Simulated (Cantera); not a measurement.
Input: 1 mol B₂O₃, 3.9 mol BCl₃, 6.2 mol H₂, equilibrated at 750 Torr.

Equilibrium computed with Cantera from the NASA thermochemical tables; the gas is ideal and each condensed phase is pure. Candidate condensed phases: B, B₂O₃, B₃O₃H₃, H₂O; 33 gas species. Mutual solubility and eutectic melting of coexisting phases are not modelled. The tables' values for BOCl, BCl₂ are old estimates; treat these amounts as uncertain. Gases not in the tables: BHCl₂. Equilibrium is a limit: real reactors are often held back by kinetics, nucleation or transport. All values below are at 1077 °C.

Base state: H₂ 0.490, BCl₃ 0.233, HCl 0.200, B₃O₃Cl₃ 0.0738, B₃O₃H₃ 0.00240, HBO 0.000408, BOCl 0.000263, BCl₂ 0.000174 (mole fractions); condensed: B(s) + B₂O₃(l).

What changes in the equilibrium state with this change: BCl₃ from 3.9 to 2.3 mol?


```json
[
 {"species": "H₂", "before": "0.490", "after": "0.606"},
 {"species": "HCl", "before": "0.200", "after": "0.192"},
 {"species": "BCl₃", "before": "0.233", "after": "0.150"},
 {"species": "B₃O₃Cl₃", "before": "0.0738", "after": "0.0476"},
 {"species": "B₃O₃H₃", "before": "0.00240", "after": "0.00329"},
 {"species": "BCl₂", "before": "0.000174", "after": "0.000130"},
 {"species": "BOCl", "before": "0.000263", "after": "0.000228"},
 {"species": "B(s), mol", "before": "0.669", "after": "0.531"},
 {"species": "B₂O₃(l), mol", "before": "0.202", "after": "0.551"}
]
```

What changes in the equilibrium state with this change: pressure from 750 Torr to 75.0 Torr?


| species | before | after |
|---|---|---|
| H₂ | 0.490 | 0.448 |
| HCl | 0.200 | 0.271 |
| BCl₃ | 0.233 | 0.210 |
| B₃O₃Cl₃ | 0.0738 | 0.0667 |
| B₂O₂ | 3.98e-6 | 3.98e-5 |
| BOCl | 0.000263 | 0.00118 |
| BCl | 8.51e-6 | 3.82e-5 |
| B₃O₃H₃ | 0.00240 | 0.000662 |
| HBO | 0.000408 | 0.00123 |
| B(s), mol | 0.669 | 0.945 |
| B₂O₃(l), mol | 0.202 | 0.278 |
The tables' values for BOCl, BCl₂, BCl are old estimates; treat these amounts as uncertain.
